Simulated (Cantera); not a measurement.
Cantera run, input and output.

```python
import numpy as np
import cantera as ct

gas = ct.Solution("gri30.yaml")
gas.TPX = 1575, 1000000, {'CH4': 1, 'O2': 4.44, 'N2': 18.2}
reactor = ct.IdealGasReactor(gas, energy="on", clone=False)
net = ct.ReactorNet([reactor])
net.rtol, net.atol = 1e-08, 1e-16
show = ['CH4', 'O2', 'N2O', 'CH2', 'OH', 'CH2CO', 'HCO']
times = np.geomspace(1e-06, 0.6, 16)

steps = ct.SolutionArray(gas, extra=["t"])
rows = []
print(f"{'t/s':>10s}{'T/K':>9s}{'P/Pa':>11s}" + "".join(f"{s:>11s}" for s in show))
for t in times:
    while net.time < t:
        t_next = net.step()
        steps.append(gas.state, t=t_next)
    rows.append([np.interp(t, steps.t, y) for y in (steps.T, steps.P, *steps(*show).X.T)])
    print(f"{t:10.3e}{rows[-1][0]:9.1f}{rows[-1][1]:11.4g}" + "".join(f"{x:11.3e}" for x in rows[-1][2:]))
rate = np.gradient(steps.T, steps.t)
print("integrator steps:", len(steps.t))
if steps.T.max() > steps.T[0] + 200:
    print(f"time of steepest temperature rise: {steps.t[rate.argmax()]:.4e} s")
gas.TPX = 1575, 1000000, {'CH4': 1, 'O2': 4.44, 'N2': 18.2}
gas.equilibrate("UV")
print(f"equilibrium (UV): T = {gas.T:.1f} K  " + "  ".join(f"{s} {gas[s].X[0]:.3e}" for s in show))
```

Output:

```
       t/s      T/K       P/Pa        CH4         O2        N2O        CH2         OH      CH2CO        HCO
 1.000e-06   1575.0      1e+06  4.230e-02  1.878e-01  6.010e-12  4.781e-13  3.291e-08  5.687e-17  1.276e-12
 2.428e-06   1575.0      1e+06  4.230e-02  1.878e-01  2.688e-11  2.607e-12  6.195e-08  6.095e-15  9.116e-12
 5.894e-06   1575.0      1e+06  4.228e-02  1.878e-01  1.328e-10  2.133e-11  1.573e-07  8.336e-13  7.851e-11
 1.431e-05   1575.0      1e+06  4.221e-02  1.878e-01  6.850e-10  3.032e-10  5.762e-07  2.165e-10  1.110e-09
 3.474e-05   1578.4  1.002e+06  4.147e-02  1.873e-01  4.261e-09  5.250e-09  2.958e-06  1.061e-07  3.008e-08
 8.434e-05   2600.1   1.66e+06  2.366e-15  1.015e-01  4.166e-06  3.901e-14  8.042e-03  5.315e-16  2.014e-09
 2.048e-04   2613.6  1.667e+06  2.793e-18  1.004e-01  3.827e-06  1.188e-17  7.481e-03  3.101e-20  1.029e-09
 4.971e-04   2605.8  1.661e+06  2.584e-18  9.874e-02  3.792e-06  1.053e-17  7.296e-03  2.751e-20  9.680e-10
 1.207e-03   2593.3  1.653e+06  2.276e-18  9.610e-02  3.773e-06  8.646e-18  7.007e-03  2.288e-20  8.776e-10
 2.930e-03   2581.9  1.646e+06  2.019e-18  9.370e-02  3.792e-06  7.179e-18  6.749e-03  1.921e-20  8.014e-10
 7.114e-03   2578.4  1.643e+06  1.946e-18  9.297e-02  3.804e-06  6.776e-18  6.672e-03  1.820e-20  7.793e-10
 1.727e-02   2578.2  1.643e+06  1.943e-18  9.294e-02  3.804e-06  6.762e-18  6.669e-03  1.816e-20  7.786e-10
 4.193e-02   2578.2  1.643e+06  1.943e-18  9.294e-02  3.804e-06  6.762e-18  6.669e-03  1.816e-20  7.786e-10
 1.018e-01   2578.2  1.643e+06  1.943e-18  9.294e-02  3.804e-06  6.762e-18  6.669e-03  1.816e-20  7.786e-10
 2.471e-01   2578.2  1.643e+06  1.943e-18  9.294e-02  3.804e-06  6.762e-18  6.669e-03  1.816e-20  7.786e-10
 6.000e-01   2578.2  1.643e+06  1.943e-18  9.294e-02  3.804e-06  6.762e-18  6.669e-03  1.816e-20  7.786e-10
integrator steps: 1709
time of steepest temperature rise: 7.6285e-05 s
equilibrium (UV): T = 2578.2 K  CH4 2.837e-18  O2 9.294e-02  N2O 3.804e-06  CH2 1.119e-17  OH 6.669e-03  CH2CO 2.557e-20  HCO 7.786e-10
```

Computed with Cantera and GRI-Mech 3.0 (53 species, 325 reactions).
